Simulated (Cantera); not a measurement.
Cantera run:

```python
import numpy as np
import cantera as ct

gas_names = [...]  # 97 gases of nasa_gas.yaml made of Al, C, H, N
cond_names = """
    AL(cr) AL(L) ALN(s) C(gr) C6H6(L) C7H8(L) C8H18(L),n-octa
""".split()


# ... load() reads the species with a 1 bar reference pressure and builds the phases ...
atoms = {
    'Al(CH3)3': {'AL': 1, 'C': 3, 'H': 9},
    'NH3': {'N': 1, 'H': 3},
    'N2': {'N': 2},
}
top_T = {'ALN(s)': 2750, 'C(gr)': 4500}  # K; cautious upper limits of use, not melting points


# ... equilibrate(T, P, feed) seeds the gas with the atoms and calls Mixture.equilibrate('TP', solver="vcs", rtol=1e-11, max_steps=5000) ...
results = []
feed = {'Al(CH3)3': 1, 'NH3': 0.84, 'N2': 4.2}  # mol
P = 13332.2  # Pa
for T in [625, 775, 925, 1075, 1225, 1375, 1525, 1675, 1825, 1975, 2125]:
    mix = equilibrate(T, P, feed)
    results.append((T, P, feed, dict(zip(mix.species_names, mix.species_moles))))

top = {s: max(r[3][s] / sum(r[3][g] for g in gas_names) for r in results) for s in gas_names}
cols = sorted((s for s in top if top[s] > 1e-05), key=lambda s: -top[s])[:8]
seen = [c for c in cond_names if any(r[3].get(c, 0) > 1e-12 for r in results)]
print("log10 of partial pressures in bar; condensed amounts in mol")
print(f"{'T/K':>10s}" + "".join(f"{s[:9]:>10s}" for s in cols + seen))
for T, P, feed, n in results:
    ng = sum(n[g] for g in gas_names)
    print(f"{T:10.4g}" + "".join(f"{np.log10(max(n[s] / ng * P / 1e5, 1e-99)):10.3f}" for s in cols)
          + "".join(f"{n.get(c, 0):10.4g}" for c in seen))
```

Result:

```
log10 of partial pressures in bar; condensed amounts in mol
       T/K        H2        N2       CH4       HCN         H        AL C2H2,acet       HNC    ALN(s)     C(gr)
       625    -1.566    -1.152    -1.448   -10.838   -16.352   -41.006   -17.598   -15.567         1     0.915
       775    -1.185    -1.227    -2.059    -8.516   -12.596   -30.516   -13.550   -12.267         1     2.393
       925    -1.120    -1.251    -2.884    -7.035   -10.144   -23.459   -11.016   -10.122         1     2.904
      1075    -1.112    -1.254    -3.569    -5.983    -8.389   -18.391    -9.235    -8.592         1      2.98
      1225    -1.110    -1.255    -4.102    -5.192    -7.061   -14.575    -7.900    -7.440         1     2.994
      1375    -1.110    -1.255    -4.523    -4.576    -6.020   -11.600    -6.860    -6.541         1     2.996
      1525    -1.110    -1.255    -4.861    -4.083    -5.181    -9.218    -6.027    -5.821         1     2.993
      1675    -1.110    -1.256    -5.140    -3.680    -4.490    -7.267    -5.346    -5.231         1     2.983
      1825    -1.111    -1.257    -5.372    -3.344    -3.912    -5.642    -4.779    -4.741    0.9998     2.962
      1975    -1.114    -1.259    -5.572    -3.061    -3.421    -4.267    -4.302    -4.327    0.9957     2.924
      2125    -1.124    -1.264    -5.754    -2.824    -3.002    -3.088    -3.899    -3.977     0.935      2.86
```

These are equilibrium values from Cantera (NASA tables, ideal gas, pure condensed phases), not measurements of a reactor. The feed counts by its element totals alone.
